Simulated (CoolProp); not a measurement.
Saturation properties of propylene.

The numbers come from the reference Helmholtz-energy equation of state, Lemmon 2013 in CoolProp.

```
T (°C)  p (MPa)  liquid density (kg/m³)  enthalpy of vaporisation (kJ/kg)  surface tension (mN/m)  liquid viscosity (µPa s)
------  -------  ----------------------  --------------------------------  ----------------------  ------------------------
7.95     0.7353                   534.1                             365.1                    9.13                       112
10.85    0.7971                   529.6                               [?]                    8.76                       109
13.75    0.8626                     [?]                             355.4                    8.38                       106
16.55    0.9295                   520.5                             350.5                     [?]                       [?]
19.45     1.003                   515.7                             345.3                     [?]                       100
22.35     1.080                   510.8                             339.9                    7.29                      97.5
25.25     1.162                   505.8                             334.4                    6.92                       [?]
28.15       [?]                   500.8                             328.7                    6.56                      92.2
30.95     1.335                   495.7                               [?]                    6.22                      89.8
33.85     1.430                   490.4                             317.0                    5.86                      87.3
```

What belongs in the gaps?


- 10.85, enthalpy of vaporisation (kJ/kg): 360.3
- 13.75, liquid density (kg/m³): 525.0
- 16.55, surface tension (mN/m): 8.02
- 16.55, liquid viscosity (µPa s): 103
- 19.45, surface tension (mN/m): 7.65
- 25.25, liquid viscosity (µPa s): 94.8
- 28.15, p (MPa): 1.248
- 30.95, enthalpy of vaporisation (kJ/kg): 323.0

It boils at -47.6 °C under 1 atm.

Viscosity comes from a separate model (Huber 2003), an estimate that may be off by 10 % or more. Surface tension comes from a separate correlation (Mulero 2012).
